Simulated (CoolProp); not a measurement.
The numbers come from the reference Helmholtz-energy equation of state, de Vries 1995 in CoolProp.

Question: Give the vapour pressure (bar), vapour density (kg/m³), enthalpy of vaporisation (kJ/kg) of saturated R124 at 10.85 °C.

Answer: 
```
T (°C)  p (bar)  vapour density (kg/m³)  enthalpy of vaporisation (kJ/kg)
------  -------  ----------------------  --------------------------------
10.85      2.41                    15.1                               154
```
